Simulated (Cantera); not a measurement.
Feed: 1 mol CO, 2 mol CO₂, 1.7 mol H₂, 0.46 mol H₂O, held at 0.110 bar.

Cantera equilibrium calculation (NASA polynomials, part measured and part estimated; ideal gas, pure solids and liquids). Candidate condensed phases: C, C₆H₆, C₇H₈, C₈H₁₈, H₂O; 110 gas species. The numbers say what is thermodynamically allowed, not how fast it happens.

Task: At 2525 K, list the 5 most abundant gas species with their mole fractions, and the condensed phases.

Result: CO 0.402, H₂O 0.277, CO₂ 0.164, H₂ 0.109, H 0.0279. Condensed: gas only.
